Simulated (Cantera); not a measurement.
A Cantera script and its output.

```python
import numpy as np
import cantera as ct

gas = ct.Solution("h2o2.yaml")
gas.TPX = 350, 36000, {'H2': 1, 'O2': 0.333, 'N2': 1.25}
flame = ct.FreeFlame(gas, width=0.082)
flame.set_refine_criteria(ratio=3, slope=0.08, curve=0.16)
flame.transport_model = "mixture-averaged"
flame.solve(loglevel=0, auto=True)
z, T = flame.grid, flame.T
thick = (T[-1] - T[0]) / np.gradient(T, z).max()
show = ['H2', 'O2', 'H2O', 'O', 'HO2', 'OH']
print(f"laminar burning velocity  {flame.velocity[0] * 100:.3f} cm/s")
print(f"burnt temperature         {T[-1]:.1f} K")
print(f"thermal thickness         {thick * 1e3:.4f} mm")
print(f"grid points               {len(z)}")
z0 = z[flame.heat_release_rate.argmax()]
print(f"{'z/mm':>9s}{'T/K':>9s}{'u/(m/s)':>9s}" + "".join(f"{s:>11s}" for s in show))
rows = []
for k in (-3, -2, -1.5, -1, -0.5, -0.25, 0, 0.25, 0.5, 1, 2, 4, 8):
    zz = z0 + k * thick
    rows.append([k * thick, np.interp(zz, z, T), np.interp(zz, z, flame.velocity),
                 *(np.interp(zz, z, flame.X[gas.species_index(s)]) for s in show)])
    print(f"{rows[-1][0] * 1e3:9.3f}{rows[-1][1]:9.1f}{rows[-1][2]:9.3f}" + "".join(f"{x:11.3e}" for x in rows[-1][3:]))
```

It prints:

```
laminar burning velocity  350.383 cm/s
burnt temperature         2265.8 K
thermal thickness         1.3867 mm
grid points               129
     z/mm      T/K  u/(m/s)         H2         O2        H2O          O        HO2         OH
   -4.160    350.0    3.504  3.871e-01  1.289e-01  2.582e-15  4.887e-16  9.673e-16  1.598e-18
   -2.773    350.0    3.504  3.871e-01  1.289e-01  2.047e-13  2.818e-14  9.481e-14  9.226e-17
   -2.080    350.0    3.504  3.871e-01  1.289e-01  1.515e-11  1.304e-12  8.414e-12  4.738e-15
   -1.387    350.0    3.504  3.871e-01  1.289e-01  4.486e-09  1.899e-10  3.293e-09  5.511e-12
   -0.693    356.7    3.561  3.852e-01  1.293e-01  8.886e-05  8.134e-07  5.655e-05  7.113e-06
   -0.347    617.0    6.002  3.518e-01  1.241e-01  1.845e-02  1.568e-04  1.293e-04  9.294e-04
    0.000   1081.1   10.176  2.415e-01  8.666e-02  1.038e-01  3.679e-03  3.828e-05  1.956e-03
    0.347   1380.0   12.857  1.358e-01  2.503e-02  2.185e-01  6.563e-03  1.017e-05  5.207e-03
    0.693   1507.5   13.956  1.122e-01  8.253e-03  2.513e-01  5.441e-03  3.134e-06  6.657e-03
    1.387   1632.9   14.994  1.143e-01  4.855e-03  2.595e-01  4.652e-03  1.654e-06  7.935e-03
    2.773   1767.9   16.078  1.211e-01  3.614e-03  2.648e-01  3.707e-03  1.111e-06  8.747e-03
    5.547   1902.5   17.127  1.272e-01  2.414e-03  2.712e-01  2.580e-03  7.033e-07  8.753e-03
   11.094   2026.4   18.064  1.324e-01  1.386e-03  2.780e-01  1.525e-03  4.121e-07  7.805e-03
```

Model: the H2/O2 subset of GRI-Mech 3.0, which has no nitrogen chemistry, integrated in Cantera. Burning velocities carry a grid error of a few per cent, more on coarse grids.
